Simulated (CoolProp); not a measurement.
Properties of n-perfluorohexane along the isotherm 450 K.

Model: reference Helmholtz-energy equation of state, Gao 2022, in CoolProp.

```csv
p (bar),phase,density (kg/m³),speed of sound (m/s),Joule-Thomson coefficient (K/MPa),fugacity coefficient
0.138,gas,1.250,[?],7.772,0.9973
0.208,gas,1.887,106.1,7.789,0.9959
0.313,gas,2.846,105.9,7.815,0.9938
0.473,gas,4.314,105.6,7.856,0.9906
0.713,gas,6.535,[?],7.917,0.9859
1.08,gas,9.974,104.3,8.014,0.9787
1.62,gas,15.13,103.2,[?],[?]
2.45,gas,23.31,101.4,8.408,0.9518
3.69,gas,36.13,98.63,8.813,0.9277
5.57,gas,57.22,94.08,9.540,0.8913
8.41,gas,94.11,86.27,11.01,0.8368
12.7,gas,170.4,[?],[?],[?]
19.1,supercritical,[?],54.83,10.09,0.6159
28.9,supercritical,1057,120.5,1.893,0.4454
43.5,supercritical,1147,168.8,0.8189,0.3333
```

Task: Some entries are withheld; supply them.

Result: 
- 0.138, speed of sound (m/s): 106.2
- 0.713, speed of sound (m/s): 105.1
- 1.62, Joule-Thomson coefficient (K/MPa): 8.163
- 1.62, fugacity coefficient: 0.9681
- 12.7, speed of sound (m/s): 71.24
- 12.7, Joule-Thomson coefficient (K/MPa): 14.99
- 12.7, fugacity coefficient: 0.7543
- 19.1, density (kg/m³): 850.5
